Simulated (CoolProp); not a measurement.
Vapour-liquid equilibrium of carbon dioxide (1) + ethane (2) at 264.5 K; x and y are mole fractions of (1).

The numbers come from the multi-fluid Helmholtz-energy mixture model, Span 1996 and Bücker 2006; pair parameters Kunz 2012 in CoolProp.

```csv
x,bubble pressure (MPa),y at the bubble point,dew pressure at overall composition x (MPa),liquid density (mol/L)
0.05,2.103,0.103,2.008,14.06
0.15,2.417,0.259,2.192,14.28
0.25,2.671,0.373,2.397,14.55
0.35,2.868,0.462,2.619,14.90
0.45,3.012,0.536,2.842,15.38
0.55,3.106,0.602,3.035,16.04
0.65,3.152,0.665,3.146,16.91
0.75,3.147,0.731,3.136,18.04
0.85,3.077,0.809,3.019,19.47
0.95,2.903,0.919,2.846,21.19
```

y crosses x between x = 0.65 and 0.75: the model has an azeotrope there.

The pair parameters rest on a limited set of measurements; away from them the model extrapolates.
